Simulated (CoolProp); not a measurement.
Model: reference Helmholtz-energy equation of state, Akasaka 2015, in CoolProp.

Task: For R245fa, give the phase and the speed of sound (m/s), viscosity (µPa s) at 83.35 °C and 3.75 MPa.

Result: 
- 83.35 °C and 3.75 MPa: liquid; speed of sound 469, viscosity 217

Viscosity comes from a separate model (Bell 2016), an estimate that may be off by 10 % or more.
